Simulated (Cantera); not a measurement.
Feed: 1 mol Si, 0.073 mol O2, 42 mol H2, held at 0.100 bar.

Cantera equilibrium calculation (NASA polynomials, part measured and part estimated; ideal gas, pure solids and liquids). Candidate condensed phases: H2O, Si, SiO2; 18 gas species. Mutual solubility and eutectic melting of coexisting phases are not modelled. The tables hold silica as quartz up to 1696 K and as liquid above; real silica turns to tridymite and cristobalite and melts near 1996 K. Gases not in the tables: Si2H6 and higher silanes. The numbers say what is thermodynamically allowed, not how fast it happens.

x: gas mole fraction; n: condensed amount in mol.

```
T (K)   x H2       x H      x Si    x SiO     x SiH  n Si(s)  n SiO2(β-quartz)  n Si(l)
-----  -----  --------  --------  -------  --------  -------  ----------------  -------
1423   0.999   2.10e-5   1.53e-8  0.00118   2.16e-8    0.902            0.0482        0
1523   0.996       [?]       [?]  0.00346       [?]    0.854                 0        0
1623   0.996  0.000218   1.56e-6  0.00346   9.91e-7    0.854                 0        0
1723   0.996  0.000575   9.83e-6  0.00346   4.46e-6        0                 0    0.853
1823   0.995   0.00137   4.42e-5  0.00346   1.49e-5        0                 0    0.850
1923   0.993       [?]       [?]  0.00346       [?]        0                 0    0.842
2023   0.990   0.00597  0.000569  0.00345  0.000115        0                 0    0.819
2123   0.983    0.0112   0.00170  0.00344  0.000276        0                 0    0.759
2223   0.971    0.0200   0.00460  0.00341  0.000607        0                 0    0.609
```

Problem. Fill in the missing entries.

Solution. 
- 1923, x H: 0.00297
- 1923, x Si: 0.000170
- 1923, x SiH: 4.38e-5
- 1523, x H: 7.30e-5
- 1523, x Si: 1.80e-7
- 1523, x SiH: 1.66e-7
